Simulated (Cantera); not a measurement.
What does this Cantera script print?

```python
import numpy as np
import cantera as ct

gas_names = """
    F FO FO2 F2 F2O H HF HNO HNO2 HNO3 HOF HO2 H2 H2F2 H2O H2O2 H3F3 H4F4 H5F5 H6F6 H7F7 N NF NF2 NF3 NH
    NH2 NH3 NH2OH NO NO2 NO3 N2 N2H2 N2H4 N2O O OH O2 O3
""".split()
cond_names = """
    H2O(s) H2O(L)
""".split()


# ... load() reads the species with a 1 bar reference pressure and builds the phases ...
atoms = {
    'NF3': {'N': 1, 'F': 3},
    'O2': {'O': 2},
    'H2': {'H': 2},
}
top_T = {}  # K; cautious upper limits of use, not melting points


# ... equilibrate(T, P, feed) seeds the gas with the atoms and calls Mixture.equilibrate('TP', solver="vcs", rtol=1e-11, max_steps=5000) ...
results = []
T = 2798  # K
P = 1333.22  # Pa
for m in [0.072, 0.1, 0.14, 0.2, 0.28, 0.4, 0.56, 0.79, 1.1, 1.6, 2.2, 3.1]:
    feed = {'NF3': 1, 'O2': m, 'H2': 0.3}  # mol
    mix = equilibrate(T, P, feed)
    results.append((T, P, feed, dict(zip(mix.species_names, mix.species_moles))))

top = {s: max(r[3][s] / sum(r[3][g] for g in gas_names) for r in results) for s in gas_names}
cols = sorted((s for s in top if top[s] > 1e-06), key=lambda s: -top[s])[:5]
seen = [c for c in cond_names if any(r[3].get(c, 0) > 1e-12 for r in results)]
print("log10 of partial pressures in bar; condensed amounts in mol")
print(f"{'n(O2)':>10s}" + "".join(f"{s[:9]:>10s}" for s in cols + seen))
for T, P, feed, n in results:
    ng = sum(n[g] for g in gas_names)
    print(f"{feed['O2']:10.4g}" + "".join(f"{np.log10(max(n[s] / ng * P / 1e5, 1e-99)):10.3f}" for s in cols)
          + "".join(f"{n.get(c, 0):10.4g}" for c in seen))
```

Output:

```
log10 of partial pressures in bar; condensed amounts in mol
     n(O2)         F        O2         O        HF        N2
     0.072    -2.054    -4.273    -3.405    -2.658    -2.739
       0.1    -2.059    -4.048    -3.293    -2.663    -2.745
      0.14    -2.067    -3.829    -3.183    -2.671    -2.754
       0.2    -2.077    -3.610    -3.074    -2.681    -2.766
      0.28    -2.090    -3.416    -2.977    -2.694    -2.781
       0.4    -2.108    -3.225    -2.881    -2.712    -2.801
      0.56    -2.130    -3.057    -2.797    -2.735    -2.827
      0.79    -2.159    -2.900    -2.718    -2.765    -2.860
       1.1    -2.195    -2.762    -2.650    -2.801    -2.900
       1.6    -2.247    -2.624    -2.580    -2.853    -2.957
       2.2    -2.301    -2.521    -2.529    -2.908    -3.017
       3.1    -2.371    -2.426    -2.481    -2.979    -3.094
```

Method: chemical equilibrium by Gibbs-energy minimisation in Cantera with the NASA 1993 tables (ideal gas, pure condensed phases).
